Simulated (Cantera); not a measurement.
Low-pressure radical oxidation in H2/O2

An isothermal, constant-pressure homogeneous reactor starts with 3.66 % H₂, 96.3 % O₂, at 1075 K and 1.05 Torr.

Model: GRI-Mech 3.0 (53 species, 325 reactions), integrated in Cantera. Radical loss at walls, strong at low pressure, is not modelled. The temperature is held fixed by assumption; the heat of reaction is taken as removed at once.

```
t (s)         x H₂   x O₂       x O      x OH    x H₂O₂     x HO₂     x H₂O
--------  --------  -----  --------  --------  --------  --------  --------
8.00e-5     0.0366  0.963    <1e-12    <1e-12    <1e-12  1.94e-11    <1e-12
0.000277    0.0366  0.963  1.05e-11  9.94e-12    <1e-12  6.71e-11    <1e-12
0.000961    0.0366  0.963  1.01e-10  8.49e-11    <1e-12  2.33e-10  2.87e-11
0.00333     0.0366  0.963  9.56e-10  6.23e-10    <1e-12  8.06e-10  7.36e-10
0.0115      0.0366  0.963   3.17e-8   1.78e-8  1.50e-12   2.82e-9   4.28e-8
0.0400      0.0347  0.962  0.000963  0.000516  9.61e-10   3.42e-7   0.00141
0.139     0.000474  0.935    0.0245   0.00166   6.31e-9   4.47e-7    0.0323
0.480     0.000416  0.938    0.0216   0.00156   6.42e-9   4.35e-7    0.0330
1.67      0.000283  0.947    0.0141   0.00129   6.93e-9   3.96e-7    0.0347
5.77       9.58e-5  0.958   0.00461  0.000753   7.28e-9   2.76e-7    0.0365
20.0       1.35e-5  0.962  0.000644  0.000283   5.63e-9   1.08e-7    0.0371
```
x: mole fraction; the columns are a selection and need not sum to one.

Equilibrium at this temperature and pressure: H₂ 7.16e-10, O₂ 0.963, O 3.46e-8, OH 2.08e-6, H₂O₂ 9.43e-12, HO₂ 1.05e-9, H₂O 0.0373 (gas phase only).
